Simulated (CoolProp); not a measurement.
Vapour-liquid equilibrium of n-pentane (1) + toluene (2) at 5.2 kPa; x and y are mole fractions of (1).

Computed with CoolProp (multi-fluid Helmholtz-energy mixture model, Thol 2019 and Lemmon 2006; pair parameters Bell 2016).

```tsv
x	bubble temperature, mixture model (K)	bubble temperature, Raoult's law (K)	y, mixture model	y, Raoult's law
0.05	284.9	291.5	0.661	0.511
0.15	268.3	276.4	0.890	0.818
0.25	260.8	267.6	0.940	0.909
0.35	256.4	261.6	0.961	0.948
0.45	253.4	257.1	0.972	0.968
0.55	251.1	253.6	0.979	0.980
0.65	249.2	250.7	0.985	0.987
0.75	247.5	248.3	0.990	0.993
0.85	245.9	246.2	0.994	0.996
0.95	244.3	244.3	0.998	0.999
```

The largest gap from Raoult's law is -8.1 K in bubble temperature, at x = 0.15. No azeotrope shows between x = 0.05 and 0.95.

Pair parameters are fitted to limited data, so mixtures are less certain than the pure fluids.
